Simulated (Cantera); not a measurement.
A closed system holds: 1 mol PbO, 1.5 mol CO, at 0.00420 bar.

These are equilibrium values from Cantera (NASA tables, ideal gas, pure condensed phases), not measurements of a reactor. Candidate condensed phases: C, Pb, PbO, PbO₂, Pb₃O₄; 15 gas species. The numbers say what is thermodynamically allowed, not how fast it happens.

x: gas mole fraction; nothing condenses.

```
T (K)  x CO₂   x Pb   x CO     x PbO      x O₂       x O
-----  -----  -----  -----  --------  --------  --------
1300   0.400  0.400  0.200  0.000117  2.23e-11  1.29e-11
1375   0.400  0.400  0.200  0.000256  3.79e-10  1.91e-10
1450   0.399  0.399  0.201       [?]       [?]       [?]
1525   0.399  0.399  0.201  0.000960   4.70e-8   1.89e-8
1600   0.398  0.398  0.202   0.00168   3.69e-7   1.36e-7
1675   0.397  0.397  0.203   0.00278   2.39e-6   8.14e-7
1750   0.396  0.396  0.204   0.00437   1.30e-5   4.16e-6
1825   0.393  0.393  0.207       [?]       [?]       [?]
1900   0.390  0.390  0.210   0.00940  0.000247   7.23e-5
1975   0.385  0.387  0.215    0.0129  0.000876  0.000252
2050   0.376  0.382  0.222    0.0167   0.00269  0.000779
```

**Question.** Fill in the missing entries.

**Answer.** 
- 1825, x PbO: 0.00655
- 1825, x O₂: 6.08e-5
- 1825, x O: 1.85e-5
- 1450, x PbO: 0.000514
- 1450, x O₂: 4.80e-9
- 1450, x O: 2.15e-9
